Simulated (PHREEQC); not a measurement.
## Copper plating or etch bath: an equilibrium model

A solution holds 17 mmol/kgw Cu(NO3)2, 0.048 mmol/kgw HBF4 and 0.39 mmol/kgw NaCl, at 25 °C. Closed to the air; pH follows from the charge balance.

All values are PHREEQC results (ion-association model, phreeqc.dat), not measurements.

Each row changes one thing in this solution. This is a speciation only: nothing precipitates in the calculation.

```json
[
 {"case": "as made", "pH": "3.84", "F- (mol/kgw)": "0.000146", "HF (mol/kgw)": "2.51e-5", "NaF (mol/kgw)": "2.15e-8", "HF2- (mol/kgw)": "1.40e-8", "BF2(OH)2- (mol/kgw)": "5.04e-9", "SI of Halite (NaCl)": "-8.57"},
 {"case": "NaCl from 0.00039 to 0.000351 mol/kgw", "pH": "3.84", "F- (mol/kgw)": "0.000146", "HF (mol/kgw)": "2.51e-5", "NaF (mol/kgw)": "1.94e-8", "HF2- (mol/kgw)": "1.40e-8", "BF2(OH)2- (mol/kgw)": "5.04e-9", "SI of Halite (NaCl)": "(withheld)"},
 {"case": "temperature from 25 to 10 °C", "pH": "3.83", "F- (mol/kgw)": "0.000152", "HF (mol/kgw)": "(withheld)", "NaF (mol/kgw)": "(withheld)", "HF2- (mol/kgw)": "(withheld)", "BF2(OH)2- (mol/kgw)": "4.89e-9", "SI of Halite (NaCl)": "-8.55"},
 {"case": "Cu(NO3)2 replaced by HNO3 at the same molality", "pH": "1.82", "F- (mol/kgw)": "9.20e-6", "HF (mol/kgw)": "0.000183", "NaF (mol/kgw)": "(withheld)", "HF2- (mol/kgw)": "6.45e-9", "BF2(OH)2- (mol/kgw)": "2.31e-9", "SI of Halite (NaCl)": "-8.50"},
 {"case": "NaCl from 0.00039 to 3.9e-05 mol/kgw", "pH": "3.84", "F- (mol/kgw)": "0.000146", "HF (mol/kgw)": "2.51e-5", "NaF (mol/kgw)": "2.15e-9", "HF2- (mol/kgw)": "1.40e-8", "BF2(OH)2- (mol/kgw)": "5.04e-9", "SI of Halite (NaCl)": "-10.57"}
]
```

### Question
What belongs in the gaps?

### Answer

- NaCl from 0.00039 to 0.000351 mol/kgw, SI of Halite (NaCl): -8.66
- temperature from 25 to 10 °C, HF (mol/kgw): 2.07e-5
- temperature from 25 to 10 °C, NaF (mol/kgw): 2.26e-8
- temperature from 25 to 10 °C, HF2- (mol/kgw): 1.04e-8
- Cu(NO3)2 replaced by HNO3 at the same molality, NaF (mol/kgw): 1.58e-9

At this temperature some constants are extrapolated from 25 °C, and those without enthalpy data are left unchanged. Real BF4- forms and hydrolyses slowly; the run takes it at equilibrium.
